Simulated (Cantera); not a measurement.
**Ignition delay**

Mixture: 14.4 % CH₃OH, 18.0 % O₂, 67.6 % N₂, equivalence ratio 1.2, at 0.700 bar, adiabatic and at constant volume. Ignition delay is the time to a rise of 400 K.

Computed with Cantera and GRI-Mech 3.0 (53 species, 325 reactions). GRI-Mech 3.0 was tuned for natural gas; its chemistry of methanol as a main component is partial and can be far from experiment.

```
T0 (K)  delay (ms)
------  ----------
1050           213
1100          75.3
1150          29.2
1200          12.3
1250          5.57
1300          2.70
1350          1.39
1400         0.761
1450         0.438
1500         0.264
```

```
Quantity                                                Result
--------------------------------------------------  ----------
apparent activation energy between 1400 and 1500 K  180 kJ/mol
```
